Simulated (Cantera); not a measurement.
What does this Cantera script print?

```python
import numpy as np
import cantera as ct

gas = ct.Solution("gri30.yaml")
gas.TPX = 500, 500000, {'C3H8': 1, 'O2': 2.78, 'N2': 10.4}
inlet = ct.Reservoir(gas, clone=True)
gas.equilibrate("HP")  # start burning
reactor = ct.IdealGasConstPressureReactor(gas, energy="on", clone=False)
exhaust = ct.Reservoir(gas, clone=True)
tau = [0.3, 0.09, 0.027, 0.0079, 0.0024, 0.0007, 0.00021, 6.2e-05, 1.8e-05][0]
for a, b in ((inlet, reactor), (reactor, exhaust)):
    ct.MassFlowController(a, b, mdot=lambda t: reactor.mass / tau)
net = ct.ReactorNet([reactor])
show = ['C3H8', 'O2', 'NO2', 'O', 'HO2', 'N2O']

rows = []
print(f"{'tau/s':>10s}{'T/K':>9s}" + "".join(f"{s:>11s}" for s in show))
for tau in [0.3, 0.09, 0.027, 0.0079, 0.0024, 0.0007, 0.00021, 6.2e-05, 1.8e-05]:
    net.initial_time = 0.0
    net.advance(30 * tau)
    before = gas.X
    net.advance(40 * tau)
    drift = np.max(np.abs(gas.X - before) / (gas.X + 1e-9))
    rows.append([gas.T, *gas[show].X, drift])
    print(f"{tau:10.3e}{gas.T:9.1f}" + "".join(f"{x:11.3e}" for x in gas[show].X))
```

Result:

```
     tau/s      T/K       C3H8         O2        NO2          O        HO2        N2O
 3.000e-01   1925.4  2.371e-07  5.014e-05  1.898e-11  3.525e-08  1.530e-08  8.526e-10
 9.000e-02   1934.9  7.279e-07  1.473e-04  4.474e-11  8.043e-08  4.657e-08  1.117e-09
 2.700e-02   1943.9  2.206e-06  4.103e-04  1.019e-10  2.054e-07  1.392e-07  1.627e-09
 7.900e-03   1946.9  6.874e-06  1.090e-03  2.239e-10  5.721e-07  4.269e-07  2.864e-09
 2.400e-03   1936.4  2.122e-05  2.634e-03  4.393e-10  1.609e-06  1.312e-06  5.507e-09
 7.000e-04   1897.6  7.482e-05  6.503e-03  7.607e-10  4.756e-06  4.665e-06  1.192e-08
 2.100e-04   1759.6  4.559e-04  2.035e-02  8.480e-10  1.341e-05  2.584e-05  3.606e-08
 6.200e-05    500.0  7.052e-02  1.961e-01  1.111e-20  1.923e-30  3.261e-18  1.992e-21
 1.800e-05    500.0  7.052e-02  1.961e-01  4.043e-22  1.316e-32  1.570e-19  7.245e-23
```

Model: GRI-Mech 3.0 (53 species, 325 reactions), integrated in Cantera. GRI-Mech 3.0 was tuned for natural gas; its chemistry of propane as a main component is partial and can be far from experiment.
